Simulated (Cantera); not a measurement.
**Ignition delay**

Mixture: CH₄ : H₂ : O₂ : N₂ = 1 : 1.3 : 1.56 : 5.86 (molar parts), at 38.0 bar, adiabatic and at constant pressure. Ignition delay is the time to a rise of 400 K.

Cantera simulation using GRI-Mech 3.0 (53 species, 325 reactions); the numbers are that mechanism's predictions, not measurements. The pressure lies above the range GRI-Mech 3.0 was tuned for (to about 10 atm). Where the delays flatten at high temperature, the 400 K rule measures the pace of heat release, not the induction time.

```json
[
 {"T0 (K)": "1323", "delay (ms)": "0.0251"},
 {"T0 (K)": "1373", "delay (ms)": "0.0156"},
 {"T0 (K)": "1423", "delay (ms)": "0.0104"},
 {"T0 (K)": "1473", "delay (ms)": "0.00742"},
 {"T0 (K)": "1523", "delay (ms)": "0.00550"},
 {"T0 (K)": "1573", "delay (ms)": "0.00419"},
 {"T0 (K)": "1623", "delay (ms)": "0.00325"},
 {"T0 (K)": "1673", "delay (ms)": "0.00255"},
 {"T0 (K)": "1723", "delay (ms)": "0.00203"},
 {"T0 (K)": "1773", "delay (ms)": "0.00163"}
]
```

| Item | Result |
|---|---|
| apparent activation energy between 1673 and 1773 K | 110 kJ/mol |
